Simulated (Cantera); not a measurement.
Charge: 1 mol Al₂O₃, 0.79 mol H₂, equilibrated at 2275 °C and 0.133 bar.

Cantera equilibrium calculation (NASA polynomials, part measured and part estimated; ideal gas, pure solids and liquids). Candidate condensed phases: Al, Al₂O₃, H₂O; 19 gas species. The tables' values for AlOH are old estimates; treat these amounts as uncertain. Rates play no part.

### Question
What is the equilibrium state?

### Answer
```
Property                               Value
--------------------------------  ----------
x(H₂)                                  0.903
x(H)                                  0.0805
x(H₂O)                               0.00985
x(Al)                                0.00371
x(Al₂O)                              0.00193
x(AlOH)                             0.000684
x(OH)                               0.000192
x(AlO)                              0.000163
x(AlH)                              0.000140
n(Al₂O₃(l))                        0.996 mol
gas amount                        0.8286 mol
log10 activity of Al(l) (absent)       -2.77
```
